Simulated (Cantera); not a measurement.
An isothermal, constant-pressure homogeneous reactor starts with 1.45 % CO, 0.338 % O2, 1.74 % H2O, 96.5 % N2, equivalence ratio 2.1, at 1375 K and 45000 Pa.

Detailed kinetics in Cantera: GRI-Mech 3.0 (53 species, 325 reactions).

One state of this run: x CO = 0.00449; x O2 = 0.000143; x H2O = 0.0137; x O = 6.10e-5; x OH = 0.000127; x H2 = 0.00291. x: mole fraction; the columns are a selection and need not sum to one.

Task: Which value of t (s) does it belong to?
A) 0.325
B) 3.25
C) 0.00700
D) 0.0151

Result: D, 0.0151
